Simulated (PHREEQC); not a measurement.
A solution holds 1 mol KOH and 0.53 mol KCl per kg of water, at 40 °C. Closed to the air; pH follows from the charge balance.

Computed with PHREEQC (Pitzer model, pitzer.dat).

Each row changes one thing in this solution. This is a speciation only: nothing precipitates in the calculation.

| case | pH | SI of Sylvite (KCl) |
|---|---|---|
| as made | 13.48 | -1.57 |
| KOH from 1 to 0.9 mol/kgw | 13.42 | -1.59 |
| KOH left out | 6.75 | -1.97 |
| KCl from 0.53 to 0.795 mol/kgw | 13.49 | -1.33 |
| diluted 10-fold with water | 12.42 | [?] |
| KCl from 0.53 to 0.106 mol/kgw | 13.47 | -2.38 |
| KOH from 1 to 0.1 mol/kgw | [?] | [?] |

Task: What belongs in the gaps?

Result: 
- diluted 10-fold with water, SI of Sylvite (KCl): -3.40
- KOH from 1 to 0.1 mol/kgw, pH: 12.38
- KOH from 1 to 0.1 mol/kgw, SI of Sylvite (KCl): -1.91

In brines, pH and single-ion activities rest on the MacInnes convention. Constants without temperature data keep their 25 °C values here.
